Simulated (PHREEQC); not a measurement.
# Reverse-osmosis permeate (model solution)

Model water analysis in mg/L, 25 °C, pH 6.89, pe 9.6:

```csv
constituent,mg/L
Na,0.0796
K,2.18
Ca,0.769
Mg,0.317
Cl,1.75
S(6) as SO4,1.75
Alkalinity as HCO3,2.4
Ba,0.00186
Pb,0.03
```

Valence states are taken as typed.

The numbers come from PHREEQC with the ion-association model, phreeqc.dat.

Each row changes one thing in this solution. No solid was allowed to form.

| case | HCO3- (mol/kgw) | CO2 (mol/kgw) | Pb+2 (mol/kgw) | CaSO4 (mol/kgw) | MgSO4 (mol/kgw) | PbCO3 (mol/kgw) | SI of Pb(OH)2 (Pb(OH)2) | SI of Anglesite (PbSO4) |
|---|---|---|---|---|---|---|---|---|
| as made | 3.93e-5 | 1.12e-5 | 1.02e-7 | 5.45e-8 | 4.88e-8 | 2.35e-8 | -1.39 | -4.00 |
| temperature from 25 to 15 °C at the same typed pH | 3.93e-5 | 1.31e-5 | 1.06e-7 | 5.06e-8 | 3.75e-8 | 1.94e-8 | -1.73 | -3.92 |
| all concentrations times 3 at the same typed pH | 0.000117 | 3.32e-5 | 2.28e-7 | 4.44e-7 | 3.96e-7 | 1.49e-7 | -1.06 | -3.21 |
| pH from 6.89 to 7.89 at the same alkalinity | 3.81e-5 | 1.08e-6 | 3.04e-8 | 5.45e-8 | 4.88e-8 | 6.79e-8 | +0.09 | -4.52 |
| Ca from 0.769 to 0.385 mg/L | 3.93e-5 | 1.12e-5 | 1.02e-7 | 2.75e-8 | 4.92e-8 | 2.36e-8 | -1.39 | -3.99 |

Some of these states are supersaturated (in Pb(OH)2, for instance).
